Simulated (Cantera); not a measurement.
Mixture: 9.38 % CH4, 0.375 % CO, 18.9 % O2, 71.3 % N2, equivalence ratio 1.0, at 750 Torr, adiabatic and at constant pressure. Ignition delay is the time to a rise of 400 K.

Detailed kinetics in Cantera: GRI-Mech 3.0 (53 species, 325 reactions).

Question: Predict: delay at 1175 K; delay at 1225 K; delay at 1275 K; delay at 1325 K; delay at 1375 K; delay at 1425 K; delay at 1475 K; apparent activation energy between 1375 and 1475 K.

Answer: 
```json
{
  "delay at 1175 K": "68.4 ms",
  "delay at 1225 K": "33.1 ms",
  "delay at 1275 K": "16.7 ms",
  "delay at 1325 K": "8.69 ms",
  "delay at 1375 K": "4.69 ms",
  "delay at 1425 K": "2.63 ms",
  "delay at 1475 K": "1.53 ms",
  "apparent activation energy between 1375 and 1475 K": "190 kJ/mol"
}
```
